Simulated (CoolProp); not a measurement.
Vapour-liquid equilibrium of cis-2-butene (1) + methanol (2) at 373.1 K; x and y are mole fractions of (1).

Computed with CoolProp (multi-fluid Helmholtz-energy mixture model, Lemmon 2005 and de Reuck 1993; pair parameters Bell 2016).

| x | bubble pressure (MPa) | y at the bubble point | dew pressure at overall composition x (MPa) | liquid density (mol/L) |
|---|---|---|---|---|
| 0.05 | 0.6374 | 0.445 | 0.3724 | 20.99 |
| 0.125 | 0.9725 | 0.640 | 0.4050 | 19.33 |
| 0.2 | 1.195 | 0.710 | 0.4432 | 17.85 |
| 0.275 | 1.323 | 0.742 | 0.4890 | 16.50 |
| 0.35 | 1.387 | 0.756 | 0.5451 | 15.28 |
| 0.425 | 1.414 | 0.763 | 0.6154 | 14.18 |
| 0.5 | 1.427 | 0.767 | 0.7062 | 13.19 |
| 0.575 | 1.439 | 0.772 | 0.8279 | 12.31 |
| 0.65 | 1.454 | 0.780 | 0.9992 | 11.53 |
| 0.725 | 1.471 | 0.796 | 1.253 | 10.84 |
| 0.8 | 1.486 | 0.822 | 1.475 | 10.25 |
| 0.875 | 1.488 | 0.865 | 1.486 | 9.750 |
| 0.95 | 1.461 | 0.933 | 1.451 | 9.333 |

y crosses x between x = 0.8 and 0.875: the model has an azeotrope there.

Pair parameters are fitted to limited data, so mixtures are less certain than the pure fluids. With so large a gap from Raoult's law the liquid may split in two, which this calculation doesn't test in full.
